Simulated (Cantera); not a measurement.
A freely propagating, adiabatic, planar premixed flame of H₂ : O₂ : N₂ = 1 : 0.333 : 1.8 (molar parts), equivalence ratio 1.5, unburnt at 448 K and 2180 Torr; mixture-averaged transport, grid criteria slope 0.08 and curve 0.16, no radiation.

Detailed kinetics in Cantera: the H2/O2 subset of GRI-Mech 3.0, which has no nitrogen chemistry. The hydrogen kinetics of GRI-Mech 3.0 are dated; newer H2 mechanisms differ, most at raised pressure. Burning velocities carry a grid error of a few per cent, more on coarse grids.

x: mole fraction of selected species; z is measured from the peak of heat release.

| z (mm) | T (K) | u (m/s) | x H₂ | x O₂ | x H₂O | x H₂O₂ | x OH | x O |
|---|---|---|---|---|---|---|---|---|
| -0.313 | 448 | 3.81 | 0.319 | 0.106 | <1e-8 | <1e-8 | <1e-8 | <1e-8 |
| -0.209 | 448 | 3.81 | 0.319 | 0.106 | (withheld) | <1e-8 | <1e-8 | <1e-8 |
| -0.157 | 448 | 3.81 | 0.319 | 0.106 | 2.33e-7 | <1e-8 | <1e-8 | <1e-8 |
| -0.104 | 449 | 3.81 | 0.318 | 0.106 | (withheld) | (withheld) | <1e-8 | (withheld) |
| -0.0522 | 495 | 4.13 | 0.305 | 0.108 | 0.00182 | 2.07e-5 | 3.13e-5 | 5.24e-6 |
| -0.0261 | 765 | 6.20 | 0.268 | 0.100 | 0.0254 | 7.29e-5 | 0.000788 | 0.000166 |
| 0 | 1157 | 9.16 | 0.208 | 0.0750 | 0.0842 | 2.06e-5 | 0.00147 | 0.00135 |
| 0.0261 | 1444 | 11.3 | 0.148 | 0.0384 | 0.154 | 3.81e-6 | 0.00308 | 0.00281 |
| 0.0522 | 1601 | 12.5 | 0.116 | 0.0154 | 0.197 | 2.02e-6 | 0.00420 | 0.00258 |
| 0.104 | 1738 | 13.5 | 0.102 | 0.00301 | 0.222 | 1.07e-6 | 0.00476 | 0.00155 |
| 0.209 | 1847 | 14.2 | 0.104 | 0.000908 | 0.228 | 5.43e-7 | 0.00433 | 0.000870 |
| 0.417 | 1934 | 14.8 | 0.108 | 0.000399 | 0.232 | 2.61e-7 | 0.00332 | 0.000406 |
| 0.835 | 1995 | 15.2 | 0.111 | 0.000151 | 0.235 | 1.18e-7 | 0.00221 | 0.000154 |

Task: Complete the blanks.

Result: 
- -0.209, x H₂O: 1.34e-8
- -0.104, x H₂O: 8.37e-6
- -0.104, x H₂O₂: 6.99e-8
- -0.104, x O: 3.29e-8
